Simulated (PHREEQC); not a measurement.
Make-up at 25 °C: 0.041 mol ZnCl2, 0.1 mol KCl, 0.11 mol MnSO4 and 0.0017 mol ZnI2 per kg of water. Closed to the air; pH follows from the charge balance.

Computed with PHREEQC (ion-association model, wateq4f.dat).

### Question
The ionic strength comes out as 0.430 mol/kgw. What activity coefficients do ZnCl4-2, Mn+2, ZnCl+, Cl-, SO4-2 get?

### Answer
ZnCl4-2 0.23, Mn+2 0.26, ZnCl+ 0.66, Cl- 0.65, SO4-2 0.22.

This is a speciation only: nothing precipitates in the calculation.
